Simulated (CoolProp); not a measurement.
Nitrous oxide along the isotherm 56.65 °C: density (kg/m³) from the reference equation and from simpler models built on Tc = 36.4 °C, pc = 7.245 MPa, ω = 0.161; each cubic takes its own stable root.

Values from CoolProp's reference Helmholtz-energy equation of state, Lemmon 2006. It is a short technical equation, of lower accuracy than the large ones.

| p (MPa) | phase | reference | ideal gas | Soave-Redlich-Kwong | Peng-Robinson |
|---|---|---|---|---|---|
| 1.65 | gas | 28.38 | 26.48 | 28.34 | 28.59 |
| 3.29 | gas | 61.34 | 52.81 | 61.15 | 62.25 |
| 4.94 | gas | 101.7 | 79.29 | 101.1 | 104.0 |
| 6.59 | gas | 154.5 | 105.8 | 152.4 | 158.6 |
| 8.23 | supercritical | 232.5 | 132.1 | 225.5 | 237.7 |
| 9.88 | supercritical | 377.0 | 158.6 | 344.8 | 367.0 |
| 11.5 | supercritical | 540.1 | 184.6 | 462.7 | 498.6 |
| 13.2 | supercritical | 626.7 | 211.9 | 535.5 | 582.5 |
| 14.8 | supercritical | 673.3 | 237.6 | 581.2 | 635.5 |
| 16.5 | supercritical | 707.9 | 264.8 | 617.9 | 677.9 |
| 18.1 | supercritical | 733.0 | 290.5 | 645.8 | 710.1 |
